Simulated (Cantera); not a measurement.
Input (Python, Cantera):

```python
import numpy as np
import cantera as ct

gas = ct.Solution("gri30.yaml")
gas.TPX = 675, 1000000, {'CH4': 1, 'C2H6': 0.83, 'C3H8': 0.67, 'O2': 13.5, 'N2': 83.9, 'CO2': 25}
inlet = ct.Reservoir(gas, clone=True)
gas.equilibrate("HP")  # start burning
reactor = ct.IdealGasConstPressureReactor(gas, energy="on", clone=False)
exhaust = ct.Reservoir(gas, clone=True)
tau = [0.06, 0.03, 0.015, 0.0076, 0.0038, 0.0019, 0.00098, 0.00049, 0.00025, 0.00013, 6.3e-05, 3.2e-05, 1.6e-05][0]
for a, b in ((inlet, reactor), (reactor, exhaust)):
    ct.MassFlowController(a, b, mdot=lambda t: reactor.mass / tau)
net = ct.ReactorNet([reactor])
show = ['CH4', 'C2H6', 'C3H8', 'H2', 'CH2']

rows = []
print(f"{'tau/s':>10s}{'T/K':>9s}" + "".join(f"{s:>11s}" for s in show))
for tau in [0.06, 0.03, 0.015, 0.0076, 0.0038, 0.0019, 0.00098, 0.00049, 0.00025, 0.00013, 6.3e-05, 3.2e-05, 1.6e-05]:
    net.initial_time = 0.0
    net.advance(30 * tau)
    before = gas.X
    net.advance(40 * tau)
    drift = np.max(np.abs(gas.X - before) / (gas.X + 1e-9))
    rows.append([gas.T, *gas[show].X, drift])
    print(f"{tau:10.3e}{gas.T:9.1f}" + "".join(f"{x:11.3e}" for x in gas[show].X))
```

It prints:

```
     tau/s      T/K        CH4       C2H6       C3H8         H2        CH2
 6.000e-02   1352.1  4.659e-05  8.341e-06  7.049e-06  3.643e-05  1.379e-09
 3.000e-02   1338.9  8.735e-05  1.616e-05  1.341e-05  7.286e-05  2.212e-09
 1.500e-02   1311.6  1.872e-04  3.561e-05  2.886e-05  1.619e-04  3.173e-09
 7.600e-03    675.0  8.006e-03  6.645e-03  5.364e-03 -3.266e-17  1.253e-29
 3.800e-03    675.0  8.006e-03  6.645e-03  5.364e-03  7.921e-20  5.524e-30
 1.900e-03    675.0  8.006e-03  6.645e-03  5.364e-03  2.160e-20  1.827e-30
 9.800e-04    675.0  8.006e-03  6.645e-03  5.364e-03  5.566e-21  4.137e-31
 4.900e-04    675.0  8.006e-03  6.645e-03  5.364e-03  1.158e-21  7.782e-32
 2.500e-04    675.0  8.006e-03  6.645e-03  5.364e-03  2.275e-22  1.094e-32
 1.300e-04    675.0  8.006e-03  6.645e-03  5.364e-03  4.515e-23  1.423e-33
 6.300e-05    675.0  8.006e-03  6.645e-03  5.364e-03  7.860e-24  1.444e-34
 3.200e-05    675.0  8.006e-03  6.645e-03  5.364e-03  2.008e-24  2.220e-34
 1.600e-05    675.0  8.006e-03  6.645e-03  5.364e-03  4.272e-25  3.407e-36
```

Detailed kinetics in Cantera: GRI-Mech 3.0 (53 species, 325 reactions).
